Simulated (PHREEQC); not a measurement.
PHREEQC input (ion-association model, wateq4f.dat):

```
SOLUTION_MASTER_SPECIES
  Amm  AmmH+  0  AmmH  17.031  # ammonia with no redox link, constants of NH4+
SOLUTION_SPECIES
  AmmH+ = AmmH+
    -log_k 0
  AmmH+ = Amm + H+
    -log_k -9.252
    -delta_h 12.48 kcal
    -analytic 0.6322 -0.001225 -2835.76
    -gamma 2.5 0.0
  AmmH+ + SO4-2 = AmmHSO4-
    -log_k 1.11
    -gamma 5.0 0.0
PHASES
  Amm(g)
    Amm = Amm
    -log_k 1.770
    -delta_h -8.170 kcal
EXCHANGE_SPECIES
  AmmH+ + X- = AmmHX
    -log_k 0.6
SOLUTION 1
  temp 55
  units mmol/kgw
  pH 7 charge
  F 20.209
  Na 0.049
  Si 0.86
SOLUTION 2
  temp 55
  units mmol/kgw
  pH 7 charge
  C(4) 3.6
  Na 3.77
  Amm 0.17
  Cl 0.17
END
SELECTED_OUTPUT 1
  -reset false
  -pH true
  -pe true
  -ionic_strength true
  -water true
  -totals Amm C Cl F Na Si C(-4) C(4)
  -molalities H+ CO3-2 Cl- F- Na+ H4SiO4 H3SiO4- H2SiO4-2 CO2 HCO3-
    NaCO3- NaHCO3 O2 OH- SiF6-2 HF HF2- H2F2 NaF AmmH+
    Amm
  -equilibrium_phases SiO2(a) Halite Nahcolite Natron
PRINT
  -reset false
MIX 1
  1 1
  2 0
EQUILIBRIUM_PHASES 1
  SiO2(a) 0 0
  Halite 0 0
  Nahcolite 0 0
  Natron 0 0
  O2(g) -0.68 10
END
# ... the last block is repeated for the other 20 points of share of solution B
```

Selected output (columns that matter, 11 of 21 rows; share of solution B added in front):

```
share of solution B	pH	mu	Amm	C	Cl	F	Na	Si	m_H+	m_Cl-	m_F-	m_Na+	m_H4SiO4	m_CO2
0	2.4967	0.0043165	0	0	0	0.020209	4.9e-05	0.00086	0.0034113	0	0.0016542	4.896e-05	3.8576e-06	0
0.1	2.5646	0.00412	1.7e-05	0.00036	1.7e-05	0.018188	0.0004211	0.000774	0.0029135	1.7e-05	0.0017108	0.00042074	5.2741e-06	0.00035992
0.2	2.6434	0.0039344	3.4e-05	0.00071999	3.4e-05	0.016167	0.00079319	0.00068799	0.0024275	3.4e-05	0.001781	0.00079249	7.5444e-06	0.00071982
0.3	2.7364	0.0037626	5.0999e-05	0.00108	5.0999e-05	0.014146	0.0011653	0.00060199	0.0019569	5.0999e-05	0.0018703	0.0011642	1.1465e-05	0.0010797
0.4	2.8494	0.0036079	6.7998e-05	0.00144	6.7998e-05	0.012125	0.0015374	0.00051599	0.001507	6.7998e-05	0.0019876	0.0015358	1.8908e-05	0.0014394
0.5	2.9914	0.0034732	8.4997e-05	0.0017999	8.4997e-05	0.010104	0.0019094	0.00042999	0.0010854	8.4997e-05	0.0021501	0.0019074	3.4646e-05	0.001799
0.6	3.1782	0.00336	0.000102	0.0021599	0.000102	0.0080833	0.0022815	0.00034399	0.0007055	0.000102	0.0023937	0.0022788	7.0206e-05	0.0021581
0.7	3.4371	0.0032763	0.000119	0.0025199	0.000119	0.0060625	0.0026536	0.00025799	0.00038836	0.000119	0.0027661	0.0026499	0.00013897	0.0025161
0.8	3.9412	0.0032814	0.00013599	0.0028799	0.00013599	0.0040416	0.0030257	0.00017199	0.00012168	0.00013599	0.0031111	0.0030209	0.00016917	0.002866
0.9	6.1267	0.0035453	0.000153	0.0032399	0.000153	0.0020208	0.0033978	8.5998e-05	7.9536e-07	0.000153	0.0020136	0.0033921	8.5954e-05	0.0018595
1	8.4107	0.0039126	0.00017	0.0036	0.00017	0	0.00377	0	4.1474e-09	0.00017	0	0.0037476	0	2.432e-05
```

Away from 25 °C the constants follow the database's enthalpies or fits; those with neither stay at their 25 °C values. SiF6-2 is the database's only silicon fluoride.
